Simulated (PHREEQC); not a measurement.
A made-up water analysis in mg/kgw, 25 °C, pH 6.42:

```
constituent         mg/kgw
------------------  ------
Na                    1700
K                     1790
Ca                     799
Mg                    97.2
Cl                    7100
S(6) as SO4           2110
Alkalinity as HCO3    25.9
```

Cl is adjusted to close the charge balance.
Valence states are taken as typed.

Computed with PHREEQC (Pitzer model, pitzer.dat).

Problem. The ionic strength comes out as 0.213 mol/kgw. What activity coefficients do K+, Cl-, Na+, HCO3-, SO4-2 get?

Solution. K+ 0.72, Cl- 0.71, Na+ 0.74, HCO3- 0.77, SO4-2 0.19. Single-ion values are on the MacInnes scale.

No solid was allowed to form.
